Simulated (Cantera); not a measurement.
## Ignition delay

Mixture: 39.5 % H2, 9.88 % O2, 37.2 % N2, 13.4 % H2O, at 0.642 atm, adiabatic and at constant volume. Ignition delay is the time to a rise of 400 K.

Cantera simulation using the H2/O2 subset of GRI-Mech 3.0, which has no nitrogen chemistry; the numbers are that mechanism's predictions, not measurements. Below about 950 K walls govern HO2 and H2O2 in real vessels.

| T0 (K) | delay (ms) |
|---|---|
| 925 | 147 |
| 975 | 14.5 |
| 1025 | 0.720 |
| 1075 | 0.273 |
| 1125 | 0.162 |
| 1175 | 0.112 |
| 1225 | 0.0827 |

The apparent activation energy between 1125 and 1225 K is 77 kJ/mol.
